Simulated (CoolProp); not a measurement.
Computed with CoolProp (reference Helmholtz-energy equation of state, Lemmon 2006). It is a short technical equation, of lower accuracy than the large ones.

Task: Give the vapour pressure (bar), liquid density (kg/m³), liquid cp (kJ/(kg K)), vapour Z of saturated carbon monoxide at -167.75, -154.65, -152.45 °C.

Result: 
| T (°C) | p (bar) | liquid density (kg/m³) | liquid cp (kJ/(kg K)) | vapour Z |
|---|---|---|---|---|
| -167.75 | 7.95 | 675 | 2.42 | 0.824 |
| -154.65 | 17.3 | 587 | 3.05 | 0.689 |
| -152.45 | 19.5 | 569 | 3.28 | 0.659 |
